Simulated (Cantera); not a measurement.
An isothermal, constant-pressure homogeneous reactor starts with 80.0 % NO, 20.0 % N2, at 1975 K and 1500 Pa.

Detailed kinetics in Cantera: GRI-Mech 3.0 (53 species, 325 reactions). Radical loss at walls, strong at low pressure, is not modelled.

x: mole fraction; the columns are a selection and need not sum to one.

```json
[
 {"t (s)": "0.000600", "x NO": "0.800", "x O2": "2.71e-8", "x N2O": "5.52e-6", "x N2": "0.200", "x NO2": "(withheld)", "x O": "5.59e-6"},
 {"t (s)": "0.00155", "x NO": "0.800", "x O2": "1.81e-7", "x N2O": "1.40e-5", "x N2": "0.200", "x NO2": "(withheld)", "x O": "1.45e-5"},
 {"t (s)": "0.00398", "x NO": "0.800", "x O2": "1.24e-6", "x N2O": "3.47e-5", "x N2": "0.200", "x NO2": "(withheld)", "x O": "3.82e-5"},
 {"t (s)": "0.0103", "x NO": "0.800", "x O2": "9.00e-6", "x N2O": "8.09e-5", "x N2": "0.200", "x NO2": "(withheld)", "x O": "0.000103"},
 {"t (s)": "0.0264", "x NO": "0.799", "x O2": "7.34e-5", "x N2O": "0.000161", "x N2": "0.200", "x NO2": "(withheld)", "x O": "0.000278"},
 {"t (s)": "0.0681", "x NO": "0.798", "x O2": "0.000544", "x N2O": "0.000222", "x N2": "0.201", "x NO2": "(withheld)", "x O": "0.000585"},
 {"t (s)": "0.175", "x NO": "0.794", "x O2": "0.00253", "x N2O": "0.000214", "x N2": "0.203", "x NO2": "(withheld)", "x O": "0.000750"},
 {"t (s)": "0.452", "x NO": "0.782", "x O2": "0.00812", "x N2O": "0.000202", "x N2": "0.208", "x NO2": "(withheld)", "x O": "0.000832"},
 {"t (s)": "1.16", "x NO": "0.752", "x O2": "0.0233", "x N2O": "0.000175", "x N2": "0.224", "x NO2": "(withheld)", "x O": "0.00101"},
 {"t (s)": "3.00", "x NO": "0.668", "x O2": "0.0652", "x N2O": "0.000124", "x N2": "0.266", "x NO2": "(withheld)", "x O": "0.00137"}
]
```

Question: What belongs in the gaps?

Answer: 
- 0.000600, x NO2: 2.58e-8
- 0.00155, x NO2: 1.63e-7
- 0.00398, x NO2: 9.40e-7
- 0.0103, x NO2: 4.46e-6
- 0.0264, x NO2: 1.37e-5
- 0.0681, x NO2: 2.33e-5
- 0.175, x NO2: 2.86e-5
- 0.452, x NO2: 3.61e-5
- 1.16, x NO2: 5.18e-5
- 3.00, x NO2: 7.65e-5
